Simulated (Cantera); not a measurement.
**Stirred combustor or abatement burner**

A perfectly stirred reactor is fed with C₃H₈ : O₂ : N₂ = 1 : 2.94 : 11.1 (molar parts), equivalence ratio 1.7, at 110000 Pa; it is adiabatic with a 323 K inlet, and is followed from long to short residence time, starting on the burning branch (τ in s: 0.47, 0.2, 0.084, 0.035, 0.015, 0.0063, 0.0027, 0.0011, 0.00047, 0.0002, 8.4e-05, 3.5e-05, 1.5e-05).

Detailed kinetics in Cantera: GRI-Mech 3.0 (53 species, 325 reactions). GRI-Mech 3.0 was tuned for natural gas; its chemistry of propane as a main component is partial and can be far from experiment.

```
τ (s)    T (K)    x C₃H₈      x O₂    x C₂H     x NO   x CH₂O   x CH₂CO
-------  -----  --------  --------  -------  -------  -------  --------
0.47      1856   5.48e-7  0.000112  7.15e-8  1.83e-5  1.79e-6   6.67e-6
0.20      1859   1.19e-6  0.000220  1.37e-7  1.88e-5  3.19e-6   1.29e-5
0.084     1861   2.58e-6  0.000419  2.45e-7  1.88e-5  5.60e-6   2.32e-5
0.035     1859   5.54e-6  0.000775  4.12e-7  1.84e-5  9.72e-6   3.88e-5
0.015     1854   1.15e-5   0.00137  6.37e-7  1.73e-5  1.64e-5   5.98e-5
0.0063    1842   2.46e-5   0.00247  9.24e-7  1.50e-5  2.82e-5   8.91e-5
0.0027    1818   5.37e-5   0.00452  1.20e-6  1.14e-5  4.89e-5  0.000134
0.0011    1759  0.000150   0.00984  1.19e-6  5.48e-6  9.93e-5  0.000255
0.00047    323    0.0665     0.195   <1e-12   <1e-12   <1e-12    <1e-12
0.00020    323    0.0665     0.195   <1e-12   <1e-12   <1e-12    <1e-12
8.4e-5     323    0.0665     0.195   <1e-12   <1e-12   <1e-12    <1e-12
3.5e-5     323    0.0665     0.195   <1e-12   <1e-12   <1e-12    <1e-12
1.5e-5     323    0.0665     0.195   <1e-12   <1e-12   <1e-12    <1e-12
```
x: mole fraction; the columns are a selection and need not sum to one.
